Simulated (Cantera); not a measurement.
Feed: 1 mol CH4, 0.054 mol O2, 2.9 mol N2, equilibrated at 975 °C and 0.100 bar.

Method: chemical equilibrium by Gibbs-energy minimisation in Cantera with the NASA 1993 tables (ideal gas, pure condensed phases). Candidate condensed phases: C, C6H6, C7H8, C8H18, H2O; 136 gas species. Rates play no part.

Base state: N2 0.579, H2 0.399, CO 0.0216, CH4 0.000178, HCN 5.97e-5, H2O 1.32e-5 (mole fractions); condensed: C(graphite).

### Question
What changes in the equilibrium state with this change: O2 from 0.054 to 0.13 mol?

### Answer
```csv
species,before,after
N2,0.579,0.562
H2,0.399,0.387
CO,0.0216,0.0504
H2O,1.32e-5,3.00e-5
CH4,0.000178,0.000167
HCN,5.97e-5,5.80e-5
"C(graphite), mol",0.891,0.739
```

### Question
What changes in the equilibrium state with this change: CH4 replaced by CO?

### Answer
```csv
species,before,after
N2,0.579,0.744
CO,0.0216,0.229
CO2,4.59e-7,0.0277
H2,0.399,0
CH4,0.000178,0
HCN,5.97e-5,0
H2O,1.32e-5,0
"C(graphite), mol",0.891,0
```
